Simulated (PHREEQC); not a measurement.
Dissolve 0.0087 mol/kgw CsOH, 0.00026 mol/kgw K2SiO3 and 0.00013 mol/kgw K2CO3 at 76 °C. Closed to the air; pH follows from the charge balance.

All values are PHREEQC results (ion-association model, wateq4f.dat), not measurements.

```
quantity               before     after
-------------------  --------  --------
pH                      10.59     12.44
H3SiO4- (mol/kgw)    0.000240  0.000239
CO3-2 (mol/kgw)      0.000104  0.000129
HCO3- (mol/kgw)       2.56e-5   1.08e-6
H2SiO4-2 (mol/kgw)    1.03e-5   2.05e-5
SI of Quartz (SiO2)     -1.66     -1.81
```

Task: What was changed between the two runs?
A. 0.0001 mol/kgw CdSO4 added
B. CsOH left out
C. temperature from 76 to 40 °C
D. temperature from 76 to 10 °C
E. diluted 100-fold with water

Result: D, temperature from 76 to 10 °C

This is a speciation only: nothing precipitates in the calculation. Away from 25 °C the constants follow the database's enthalpies or fits; those with neither stay at their 25 °C values.
